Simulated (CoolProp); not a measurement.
Vapour-liquid equilibrium of CH2F2 (R32) (1) + R152A (2) at -27.05 °C; x and y are mole fractions of (1).

The numbers come from the multi-fluid Helmholtz-energy mixture model, Tillner-Roth 1997 and Outcalt 1996; pair parameters Bell 2016 in CoolProp.

```
x     bubble pressure (kPa)  y at the bubble point  dew pressure at overall composition x (kPa)  liquid density (mol/L)
----  ---------------------  ---------------------  -------------------------------------------  ----------------------
0.05                  99.89                  0.154                                        91.87                   15.65
0.15                  122.4                  0.375                                        99.55                   16.15
0.25                  144.6                  0.527                                        108.6                   16.68
0.35                  166.5                  0.639                                        119.4                   17.25
0.45                  188.2                  0.726                                        132.5                   17.85
0.55                  209.8                  0.795                                        148.6                   18.49
0.65                  231.4                  0.853                                        169.0                   19.17
0.75                  253.1                  0.902                                        195.3                   19.90
0.85                  275.0                  0.945                                        230.2                   20.68
0.95                  297.2                  0.983                                        277.8                   21.51
```

No azeotrope shows between x = 0.05 and 0.95.

Pair parameters are fitted to limited data, so mixtures are less certain than the pure fluids.
